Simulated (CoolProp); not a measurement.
A simple Rankine cycle with benzene: condensing at 326.15 K, boiler at 1.42 MPa, turbine inlet 619 K, turbine efficiency 0.65, pump efficiency 0.6, no recuperator. Each further row changes one setting.

The numbers come from the reference Helmholtz-energy equation of state, Thol 2012 in CoolProp.

| case | thermal efficiency (%) | net work (kJ/kg) | heat in (kJ/kg) | turbine exit temperature (K) | volume ratio over the turbine |
|---|---|---|---|---|---|
| as stated | 14.9 | 132 | 886 | 543.7 | 33.1 |
| condensing temperature 318.15 K | 15.8 | 142 | (withheld) | (withheld) | 44.6 |
| boiler pressure 0.994 MPa | (withheld) | 121 | 893 | (withheld) | (withheld) |
| turbine efficiency 0.55 | (withheld) | (withheld) | 886 | 554.5 | (withheld) |

**Question.** What belongs in the gaps?

**Answer.** 
- condensing temperature 318.15 K, heat in (kJ/kg): 901
- condensing temperature 318.15 K, turbine exit temperature (K): 538.1
- boiler pressure 0.994 MPa, thermal efficiency (%): 13.6
- boiler pressure 0.994 MPa, turbine exit temperature (K): 552.4
- boiler pressure 0.994 MPa, volume ratio over the turbine: 23.0
- turbine efficiency 0.55, thermal efficiency (%): 12.5
- turbine efficiency 0.55, net work (kJ/kg): 111
- turbine efficiency 0.55, volume ratio over the turbine: 33.8
